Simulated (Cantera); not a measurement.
A perfectly stirred reactor is fed with 2.59 % CO, 0.985 % H2, 1.48 % CH4, 8.63 % O2, 86.3 % N2, equivalence ratio 0.55, at 150000 Pa; it is adiabatic with a 725 K inlet, and is followed from long to short residence time, starting on the burning branch (τ in s: 0.15, 0.039, 0.01, 0.0026, 0.00068, 0.00018, 4.6e-05, 1.2e-05, 3.1e-06).

Model: GRI-Mech 3.0 (53 species, 325 reactions), integrated in Cantera.

x: mole fraction; the columns are a selection and need not sum to one.

| τ (s) | T (K) | x CO | x H2 | x CH4 | x N2O | x NO2 |
|---|---|---|---|---|---|---|
| 0.15 | 1363 | 0.000462 | 3.68e-5 | 1.40e-5 | 1.31e-6 | 1.88e-8 |
| 0.039 | 1355 | … | … | … | … | … |
| 0.010 | 1336 | 0.00311 | 0.000245 | 8.54e-5 | 7.63e-7 | 4.04e-9 |
| 0.0026 | 1278 | … | … | … | … | … |
| 0.00068 | 725 | 0.0259 | 0.00985 | 0.0148 | <1e-12 | <1e-12 |
| 0.00018 | 725 | 0.0259 | 0.00985 | 0.0148 | <1e-12 | <1e-12 |
| 4.6e-5 | 725 | 0.0259 | 0.00985 | 0.0148 | <1e-12 | <1e-12 |
| 1.2e-5 | 725 | 0.0259 | 0.00985 | 0.0148 | <1e-12 | <1e-12 |
| 3.1e-6 | 725 | 0.0259 | 0.00985 | 0.0148 | <1e-12 | <1e-12 |

Problem. Complete the blanks.

Solution. 
- 0.039, x CO: 0.00118
- 0.039, x H2: 9.39e-5
- 0.039, x CH4: 3.37e-5
- 0.039, x N2O: 1.08e-6
- 0.039, x NO2: 8.67e-9
- 0.0026, x CO: 0.00913
- 0.0026, x H2: 0.000744
- 0.0026, x CH4: 0.000299
- 0.0026, x N2O: 4.15e-7
- 0.0026, x NO2: 1.89e-9
